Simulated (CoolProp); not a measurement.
Properties of propylene glycol along the isobar 0.595 MPa (Tc = 400.8 °C, pc = 7.292 MPa, ω = 0.327).

Model: reference Helmholtz-energy equation of state, Eisenbach 2021, in CoolProp.

| T (°C) | phase | density (kg/m³) | cv (kJ/(kg K)) | speed of sound (m/s) |
|---|---|---|---|---|
| 166.65 | liquid | 913.9 | 2.768 | 1094 |
| 180.55 | liquid | 900.4 | 2.817 | 1052 |
| 194.45 | liquid | 886.3 | 2.864 | 1009 |
| 208.25 | liquid | 871.7 | 2.909 | 965.6 |
| 222.15 | liquid | 856.4 | 2.953 | 921.6 |
| 235.95 | liquid | 840.4 | 2.995 | 877.1 |
| 249.85 | liquid | 823.4 | 3.035 | 831.5 |
| 263.75 | gas | 10.90 | 2.657 | 231.4 |
| 277.55 | gas | 10.55 | 2.702 | 236.0 |
| 291.45 | gas | 10.22 | 2.745 | 240.3 |
| 305.25 | gas | 9.921 | 2.786 | 244.4 |
| 319.15 | gas | 9.639 | 2.826 | 248.4 |
| 332.95 | gas | 9.378 | 2.864 | 252.3 |
| 346.85 | gas | 9.131 | 2.901 | 256.0 |
